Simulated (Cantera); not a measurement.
A closed system holds: 1 mol ZrO₂, 460 mol H₂, 0.36 mol H₂O, held at 1323.15 K and 0.130 bar.

These are equilibrium values from Cantera (NASA tables, ideal gas, pure condensed phases), not measurements of a reactor. Candidate condensed phases: H₂O, Zr, ZrO₂; 12 gas species. Rates play no part.

Base state: H₂ 0.999, H₂O 0.000782 (mole fractions); condensed: ZrO₂(monoclinic).

### Question
What changes in the equilibrium state with this change: ZrO₂ replaced by V₂O₃?

### Answer
```json
[
 {"species": "H₂", "before": "0.999", "after": "0.999"},
 {"species": "H₂O", "before": "0.000782", "after": "0.00119"},
 {"species": "ZrO₂(monoclinic), mol", "before": "1.00", "after": "0"},
 {"species": "VO(s), mol", "before": "0", "after": "0.379"},
 {"species": "V₂O₃(s), mol", "before": "0", "after": "0.810"}
]
```
Mutual solubility and eutectic melting of coexisting phases are not modelled. VO: taken at fixed stoichiometry. Condensed phases not in the tables: the oxides between V₂O₃ and V₂O₅ other than VO₂. Further candidate phases: V, VO, V₂O₃, V₂O₄, V₂O₅.
